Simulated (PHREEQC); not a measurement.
0.29 g of hydrous ferric oxide (600 m²/g; 0.2 weak and 0.005 strong sites per Fe, Dzombak-Morel constants, diffuse double layer) in 1 kg of water with 0.3 mol/kgw of an inert sodium salt and 0.0011 mol CuSO4 and 0.00076 mol CaCl2, at 25 °C; the pH is set by adding NaOH or the inert anion's acid. Oxygen is held at 0.21 atm. No CO2 enters from the air. Nothing may precipitate in this run.

Base run: PHREEQC, ion-association model, wateq4f.dat. Each further column changes one thing. The table gives Cu sorbed (%).

| pH | base | no electrostatic term (-no_edl) | background salt from 0.3 to 0.03 mol/kgw | oxide from 0.29 to 1.4 g/kgw |
|---|---|---|---|---|
| 3 | 0.0 | 0.0 | 0.0 | 0.1 |
| 4.33 | 2.4 | 2.9 | 2.9 | 11.4 |
| 5 | 16.1 | 21.2 | 18.1 | 53.8 |
| 5.67 | 41.8 | 52.7 | 38.3 | 93.7 |
| 7 | 53.1 | 60.7 | 44.9 | 99.9 |
| 8.33 | 43.6 | 60.5 | 37.3 | 99.8 |
| 9 | 36.3 | 59.2 | 32.1 | 99.3 |
| 9.67 | 30.5 | 46.9 | 28.2 | 95.6 |
| 11 | 4.0 | 2.0 | 2.9 | 52.5 |

In at least one series the solution becomes supersaturated in solids that the run did not let form, among them Cu(OH)2, Brochantite, Antlerite, Atacamite. The database's constant for dissolved Cu(OH)2 is higher than later reviews accept. The oxide is taken as insoluble; below pH 4 it would dissolve.
